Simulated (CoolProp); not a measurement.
Saturated liquid density (kg/m³) of R245ca: the reference equation beside estimates from Tc = 447.6 K, pc = 3941 kPa, ω = 0.355.

The numbers come from the reference Helmholtz-energy equation of state, Zhou 2016 in CoolProp.

| T (K) | reference | van der Waals | Redlich-Kwong | Soave-Redlich-Kwong | Peng-Robinson |
|---|---|---|---|---|---|
| 240.1 | 1525 | 911.2 | 1350 | 1399 | 1575 |
| 257.8 | 1485 | 889.1 | 1312 | 1367 | 1541 |
| 275.5 | 1443 | 865.6 | 1272 | 1332 | 1503 |
| 293.3 | 1399 | 840.5 | 1228 | 1292 | 1460 |
| 311 | 1354 | 813.9 | 1181 | 1249 | 1413 |
| 328.7 | 1307 | … | 1130 | 1200 | 1360 |
| 346.4 | 1257 | 753.9 | 1074 | 1145 | … |
| 364.1 | 1202 | 719.5 | 1012 | … | 1229 |
| 381.8 | 1140 | 680.9 | 942.5 | … | … |

Problem. What belongs in the gaps?

Solution. 
- 328.7, van der Waals: 785.1
- 346.4, Peng-Robinson: 1299
- 364.1, Soave-Redlich-Kwong: 1083
- 381.8, Soave-Redlich-Kwong: 1011
- 381.8, Peng-Robinson: 1147

Absolute difference from the reference over all 9 rows, mean and median: van der Waals 40.1 and 40.0 %, Redlich-Kwong 13.5 and 12.8 %, Soave-Redlich-Kwong 8.6 and 8.2 %, Peng-Robinson 3.4 and 3.8 %.
